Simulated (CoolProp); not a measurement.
Saturation properties of carbonyl sulfide.

The numbers come from the reference Helmholtz-energy equation of state, Lemmon 2006 in CoolProp. It is a short technical equation, of lower accuracy than the large ones.

```csv
T (K),p (kPa),liquid density (kg/m³),enthalpy of vaporisation (kJ/kg),vapour Z
179.7,7.804,1263,336.4,0.9956
195.5,23.11,1231,326.6,0.9901
211.3,56.99,1199,316.6,0.9811
227.1,122.1,1165,306.1,0.9676
242.8,233.5,1131,295.0,0.9490
258.6,411.1,1094,282.8,0.9246
274.4,674.8,1055,269.1,0.8940
290.2,1046,1013,253.7,0.8565
305.9,1545,967.1,236.1,0.8117
321.7,2202,915.3,215.2,0.7576
337.5,3040,855.2,189.7,0.6919
```

It boils at 223.0 K under 1 atm.
